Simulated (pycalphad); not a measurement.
Computed with pycalphad from the COST 507 light-alloy database (1999), at 1 atm. The database dates from 1999; later assessments differ in places, in temperatures and in the compounds included. Not assessed as a whole: an extrapolation from subsystems, which can miss ternary compounds. Amounts are mole fractions of atoms.

Question: Give the equilibrium state of Al-0.22Sn-3.64Si (at.%) at 530 K.

Answer: 
```
T = 530.00 K, P = 101325 Pa, N = 1 mol of atoms
G = -16685 J/mol, H = 6010 J/mol, S = 42.82 J/(mol K)  (SER reference)
chemical potentials (J/mol): Al -16850, Sn -29649, Si -11539
phase             fraction      x(Al)      x(Sn)      x(Si)
FCC_A1              0.9616     0.9997   6.75e-05   0.000252
DIAMOND_A4          0.0362    5.7e-11    2.2e-07     1.0000
LIQUID              0.0022     0.0276     0.9724   1.25e-06
```

Question: Give the equilibrium state of Al-0.22Sn-3.64Si (at.%) at 850 K.

Answer: 
```
T = 850.00 K, P = 101325 Pa, N = 1 mol of atoms
G = -32835 J/mol, H = 19075 J/mol, S = 61.07 J/(mol K)  (SER reference)
chemical potentials (J/mol): Al -33072, Sn -73936, Si -24106
phase             fraction      x(Al)      x(Sn)      x(Si)
FCC_A1              0.7717     0.9858   0.000329     0.0139
LIQUID              0.2283     0.8789     0.0085     0.1126
```

FCC_A1 is fcc; DIAMOND_A4 is diamond (Si).
